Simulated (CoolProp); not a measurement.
Vapour-liquid equilibrium of R1234ze(E) (1) + n-pentane (2) at 0.111 MPa; x and y are mole fractions of (1).

Model: multi-fluid Helmholtz-energy mixture model, Thol 2016 and Thol 2019; pair parameters Bell 2016, in CoolProp.

| x | bubble temperature (K) | y at the bubble point | dew temperature at overall composition x (K) | liquid density (mol/L) |
|---|---|---|---|---|
| 0.05 | 295.0 | 0.467 | 310.4 | 8.713 |
| 0.2 | 272.2 | 0.817 | 305.6 | 9.251 |
| 0.35 | 264.6 | 0.885 | 300.0 | 9.608 |
| 0.5 | 261.5 | 0.910 | 293.4 | 9.928 |
| 0.65 | 260.0 | 0.925 | 285.2 | 10.26 |
| 0.8 | 258.6 | 0.942 | 273.8 | 10.65 |
| 0.95 | 256.9 | 0.978 | 258.1 | 11.12 |

No azeotrope shows between x = 0.05 and 0.95.

Pair parameters are fitted to limited data, so mixtures are less certain than the pure fluids. With so large a gap from Raoult's law the liquid may split in two, which this calculation doesn't test in full.
